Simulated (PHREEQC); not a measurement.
A made-up water analysis in mg/kgw, 25 °C, pH 2.2, pe 10.6: Na 898; K 49.1; Ca 58.3; Mg 527; Cl 356; S(6) as SO4 4500; Mn(2) 4.59; Li 0.143.

Valence states are taken as typed.

All values are PHREEQC results (ion-association model, wateq4f.dat), not measurements.

Each row changes one thing in this solution. No solid was allowed to form.

```json
[
 {"case": "as made", "ionic strength (mol/kgw)": "0.111", "Na+ (mol/kgw)": "0.0373", "SO4-2 (mol/kgw)": "0.0266", "Mg+2 (mol/kgw)": "0.0116", "MgSO4 (mol/kgw)": "0.0101", "HSO4- (mol/kgw)": "0.00764", "SI of Gypsum (CaSO4:2H2O)": "-0.94", "SI of Halite (NaCl)": "-5.24"},
 {"case": "Mg from 527 to 1050 mg/kgw", "ionic strength (mol/kgw)": "0.130", "Na+ (mol/kgw)": "0.0377", "SO4-2 (mol/kgw)": "0.0219", "Mg+2 (mol/kgw)": "0.0262", "MgSO4 (mol/kgw)": "0.0169", "HSO4- (mol/kgw)": "0.00603", "SI of Gypsum (CaSO4:2H2O)": "-1.02", "SI of Halite (NaCl)": "-5.25"},
 {"case": "all concentrations times 3 at the same typed pH", "ionic strength (mol/kgw)": "0.298", "Na+ (mol/kgw)": "0.107", "SO4-2 (mol/kgw)": "0.0746", "Mg+2 (mol/kgw)": "0.0283", "MgSO4 (mol/kgw)": "0.0367", "HSO4- (mol/kgw)": "0.0164", "SI of Gypsum (CaSO4:2H2O)": "-0.36", "SI of Halite (NaCl)": "-4.38"}
]
```
